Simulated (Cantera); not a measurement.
A closed system holds: 1 mol SiH4, 110 mol H2, equilibrated at 2048.15 K and 0.0100 bar.

Equilibrium computed with Cantera from the NASA thermochemical tables; the gas is ideal and each condensed phase is pure. Candidate condensed phases: Si; 9 gas species. Gases not in the tables: Si2H6 and higher silanes. The numbers say what is thermodynamically allowed, not how fast it happens.

Base state: H2 0.970, H 0.0221, Si 0.00757, SiH 0.000453, SiH2 0.000135, Si2 8.79e-5, Si3 1.84e-5 (mole fractions); condensed: Si(l).

Task: What changes in the equilibrium state with this change: temperature from 2048.15 K to 1100 K?

Result: 
```
species       before    after
----------  --------  -------
H2             0.970     1.00
H             0.0221  2.59e-7
SiH2        0.000135  1.32e-9
Si           0.00757    <1e-9
SiH         0.000453    <1e-9
Si2          8.79e-5    <1e-9
Si3          1.84e-5    <1e-9
Si(l), mol    0.0424        0
Si(s), mol         0    1.000
```

Task: What changes in the equilibrium state with this change: SiH4 replaced by Si(CH3)4?

Result: 
```
species            before     after
----------------  -------  --------
H2                  0.970     0.976
H                  0.0221    0.0221
C2H2 (acetylene)        0   0.00102
Si                0.00757  0.000494
SiC2                    0   2.54e-5
Si2C                    0   1.65e-5
Si3               1.84e-5   5.11e-9
Si2               8.79e-5   3.74e-7
Si(l), mol         0.0424         0
C(graphite), mol        0      2.82
SiC(s), mol             0     0.931
```
Further candidate phases: C, C6H6, C7H8, C8H18, SiC.
